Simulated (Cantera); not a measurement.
## Moist CO burnout

An isothermal, constant-pressure homogeneous reactor starts with 0.129 % CO, 0.664 % O2, 0.0862 % H2O, 99.1 % N2, at 1400 K and 0.572 atm.

Cantera simulation using GRI-Mech 3.0 (53 species, 325 reactions); the numbers are that mechanism's predictions, not measurements.

```json
[
 {"t (s)": "0.000300", "x CO": "0.00129", "x O2": "0.00664", "x H2O": "0.000862", "x HO2": "2.85e-11", "x OH": "1.05e-10", "x CO2": "1.13e-9", "x H2O2": "<1e-12"},
 {"t (s)": "0.000685", "x CO": "0.00129", "x O2": "0.00664", "x H2O": "0.000862", "x HO2": "6.21e-11", "x OH": "4.55e-10", "x CO2": "2.77e-9", "x H2O2": "<1e-12"},
 {"t (s)": "0.00156", "x CO": "0.00129", "x O2": "0.00664", "x H2O": "0.000862", "x HO2": "1.61e-10", "x OH": "2.28e-9", "x CO2": "8.41e-9", "x H2O2": "<1e-12"},
 {"t (s)": "0.00357", "x CO": "0.00129", "x O2": "0.00664", "x H2O": "0.000862", "x HO2": "9.14e-10", "x OH": "1.82e-8", "x CO2": "5.18e-8", "x H2O2": "<1e-12"},
 {"t (s)": "0.00814", "x CO": "0.00129", "x O2": "0.00664", "x H2O": "0.000862", "x HO2": "3.33e-8", "x OH": "7.65e-7", "x CO2": "2.12e-6", "x H2O2": "5.79e-12"},
 {"t (s)": "0.0186", "x CO": "0.000859", "x O2": "0.00633", "x H2O": "0.000805", "x HO2": "4.47e-7", "x OH": "5.17e-5", "x CO2": "0.000429", "x H2O2": "5.72e-9"},
 {"t (s)": "0.0424", "x CO": "0.000128", "x O2": "0.00602", "x H2O": "0.000829", "x HO2": "3.21e-7", "x OH": "3.95e-5", "x CO2": "0.00116", "x H2O2": "3.76e-9"},
 {"t (s)": "0.0968", "x CO": "1.89e-5", "x O2": "0.00600", "x H2O": "0.000853", "x HO2": "1.05e-7", "x OH": "1.65e-5", "x CO2": "0.00127", "x H2O2": "7.80e-10"},
 {"t (s)": "0.221", "x CO": "3.04e-6", "x O2": "0.00600", "x H2O": "0.000859", "x HO2": "2.59e-8", "x OH": "7.76e-6", "x CO2": "0.00129", "x H2O2": "1.81e-10"},
 {"t (s)": "0.505", "x CO": "5.00e-7", "x O2": "0.00600", "x H2O": "0.000861", "x HO2": "6.38e-9", "x OH": "4.12e-6", "x CO2": "0.00129", "x H2O2": "5.21e-11"},
 {"t (s)": "1.15", "x CO": "1.05e-7", "x O2": "0.00600", "x H2O": "0.000862", "x HO2": "1.85e-9", "x OH": "2.44e-6", "x CO2": "0.00129", "x H2O2": "1.84e-11"},
 {"t (s)": "2.63", "x CO": "3.68e-8", "x O2": "0.00600", "x H2O": "0.000862", "x HO2": "7.65e-10", "x OH": "1.65e-6", "x CO2": "0.00129", "x H2O2": "8.51e-12"},
 {"t (s)": "6.00", "x CO": "2.30e-8", "x O2": "0.00600", "x H2O": "0.000862", "x HO2": "5.33e-10", "x OH": "1.38e-6", "x CO2": "0.00129", "x H2O2": "5.98e-12"}
]
```
x: mole fraction; the columns are a selection and need not sum to one.

Equilibrium at this temperature and pressure: CO 2.17e-8, O2 0.00593, H2O 0.000862, HO2 5.05e-10, OH 1.35e-6, CO2 0.00129, H2O2 5.66e-12 (gas phase only).
